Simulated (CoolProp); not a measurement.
A single-stage vapour-compression cycle with R22: evaporating at 196.15 K (dew point), condensing at 256.15 K (bubble point), superheat 5 K, subcooling 2 K, compressor efficiency 0.7, no pressure losses. Each further row changes one setting.

Computed with CoolProp (reference Helmholtz-energy equation of state, Kamei 1995).

```csv
case,cooling COP,pressure ratio,discharge temperature (K),refrigerating effect (kJ/kg),volumetric capacity (kJ/m³)
as stated,1.79,21.4,375.1,195,130
evaporating temperature 201.15 K,2.05,15.3,361.2,197,?
condensing temperature 251.15 K,1.99,17.7,363.3,200,134
subcooling 7 K,1.84,21.4,375.1,200,134
superheat 15 K,?,21.4,?,200,?
compressor efficiency 0.6,?,21.4,?,195,130
```

Task: What belongs in the gaps?

Result: 
- evaporating temperature 201.15 K, volumetric capacity (kJ/m³): 181
- superheat 15 K, cooling COP: 1.76
- superheat 15 K, discharge temperature (K): 388.8
- superheat 15 K, volumetric capacity (kJ/m³): 127
- compressor efficiency 0.6, cooling COP: 1.53
- compressor efficiency 0.6, discharge temperature (K): 399.0
